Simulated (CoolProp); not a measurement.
Computed with CoolProp (reference Helmholtz-energy equation of state, Thol 2016).

Question: Give the vapour pressure (bar), enthalpy of vaporisation (kJ/kg), vapour viscosity (µPa s), liquid conductivity (mW/(m K)) of saturated R1234ze(E) at 266.6 K.

Answer: 
```csv
T (K),p (bar),enthalpy of vaporisation (kJ/kg),vapour viscosity (µPa s),liquid conductivity (mW/(m K))
266.6,1.69,188,11.0,85.5
```

Viscosity comes from a separate model (Bell 2016), an estimate that may be off by 10 % or more. Thermal conductivity comes from a separate model (Perkins 2011).
